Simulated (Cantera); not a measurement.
**Ignition delay**

Mixture: CH4 : O2 : N2 = 1 : 2.25 : 13 (molar parts), equivalence ratio 0.89, at 5.00 bar, adiabatic and at constant volume. Ignition delay is the time to a rise of 400 K.

Model: GRI-Mech 3.0 (53 species, 325 reactions), integrated in Cantera.

| T0 (K) | delay (ms) |
|---|---|
| 1225 | 9.85 |
| 1325 | 2.95 |
| 1425 | 0.973 |
| 1525 | 0.349 |
| 1625 | 0.137 |
| 1725 | 0.0602 |

| Property | Result |
|---|---|
| apparent activation energy between 1525 and 1725 K | 190 kJ/mol |
